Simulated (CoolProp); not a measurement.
Values from CoolProp's reference Helmholtz-energy equation of state, Span 1996.

### Question
Give the vapour pressure (kPa), vapour density (kg/m³), liquid cp (kJ/(kg K)), liquid viscosity (µPa s) of saturated carbon dioxide at 234.3, 243.1, 260.7 K.

### Answer
```
T (K)  p (kPa)  vapour density (kg/m³)  liquid cp (kJ/(kg K))  liquid viscosity (µPa s)
-----  -------  ----------------------  ---------------------  ------------------------
234.3     1050                    27.2                   2.02                       189
243.1     1430                    37.0                   2.07                       164
260.7     2470                    65.9                   2.27                       124
```

Viscosity comes from a separate model (Laesecke 2017).
